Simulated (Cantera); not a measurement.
## Abatement and gas-phase synthesis: SO₂ + H₂ + N₂

Feed: 1 mol SO₂, 0.18 mol H₂, 9.1 mol N₂, equilibrated at 3025 K.

These are equilibrium values from Cantera (NASA tables, ideal gas, pure condensed phases), not measurements of a reactor. Candidate condensed phases: H₂O, H₂SO₄, S; 35 gas species. The ideal-gas law is rough above about 30 bar. Equilibrium is a limit: real reactors are often held back by kinetics, nucleation or transport.

From 10.0 Pa to 300 bar nothing is condensed.

```json
[
 {"P (Pa)": "10", "x N₂": "0.730", "x O": "0.158", "x SO₂": "1.33e-6", "x S": "0.0796", "x SO": "0.000714", "x H": "0.0289", "x H₂O": "7.57e-9", "x O₂": "0.000165", "x NO": "0.00133"},
 {"P (Pa)": "84", "x N₂": "0.735", "x O": "0.150", "x SO₂": "7.97e-5", "x S": "0.0753", "x SO": "0.00538", "x H": "0.0289", "x H₂O": "5.06e-7", "x O₂": "0.00124", "x NO": "0.00366"},
 {"P (Pa)": "710", "x N₂": "0.757", "x O": "0.115", "x SO₂": "0.00245", "x S": "0.0551", "x SO": "0.0255", "x H": "0.0283", "x H₂O": "2.66e-5", "x O₂": "0.00618", "x NO": "0.00827"},
 {"P (Pa)": "6000", "x N₂": "0.802", "x O": "0.0553", "x SO₂": "0.0178", "x S": "0.0242", "x SO": "0.0456", "x H": "0.0237", "x H₂O": "0.000642", "x O₂": "0.0121", "x NO": "0.0119"},
 {"P (Pa)": "50000", "x N₂": "0.842", "x O": "0.0177", "x SO₂": "0.0426", "x S": "0.00819", "x SO": "0.0410", "x H": "0.0128", "x H₂O": "0.00416", "x O₂": "0.0103", "x NO": "0.0113"},
 {"P (Pa)": "420000", "x N₂": "0.865", "x O": "0.00437", "x SO₂": "0.0625", "x S": "0.00278", "x SO": "0.0289", "x H": "0.00458", "x H₂O": "0.00930", "x O₂": "0.00529", "x NO": "0.00818"},
 {"P (Pa)": "3600000", "x N₂": "0.877", "x O": "0.000898", "x SO₂": "0.0743", "x S": "0.00107", "x SO": "0.0195", "x H": "0.00139", "x H₂O": "0.0128", "x O₂": "0.00191", "x NO": "0.00495"},
 {"P (Pa)": "30000000", "x N₂": "0.883", "x O": "0.000169", "x SO₂": "0.0803", "x S": "0.000471", "x SO": "0.0135", "x H": "0.000410", "x H₂O": "0.0147", "x O₂": "0.000562", "x NO": "0.00269"}
]
```
x: gas mole fraction; nothing condenses.
